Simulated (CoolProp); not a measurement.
Saturated liquid density (kg/m³) of R236EA: the reference equation beside estimates from Tc = 412.4 K, pc = 3.414 MPa, ω = 0.368. Rackett uses Z = 0.29056 − 0.08775 ω.

Computed with CoolProp (reference Helmholtz-energy equation of state, Rui 2013).

| T (K) | reference | Rackett | van der Waals | Peng-Robinson |
|---|---|---|---|---|
| 257.6 | 1548 | 1631 | 917.1 | 1595 |
| 266.1 | 1523 | 1604 | 903.2 | 1572 |
| 274.5 | 1499 | 1577 | 889.0 | 1547 |
| 282.9 | 1474 | 1550 | 874.4 | 1521 |
| 291.3 | 1448 | 1521 | 859.1 | 1494 |
| 299.8 | 1421 | 1492 | 843.1 | 1464 |
| 308.2 | 1394 | 1462 | 826.6 | 1433 |
| 316.6 | 1365 | 1430 | 809.3 | 1399 |
| 325 | 1335 | 1398 | 791.2 | 1363 |
| 333.5 | 1304 | 1363 | 771.8 | 1323 |
| 341.9 | 1271 | 1327 | 751.6 | 1281 |

Absolute difference from the reference over all 11 rows, mean and median: Rackett 4.9 and 5.0 %, van der Waals 40.7 and 40.7 %, Peng-Robinson 2.6 and 3.0 %.
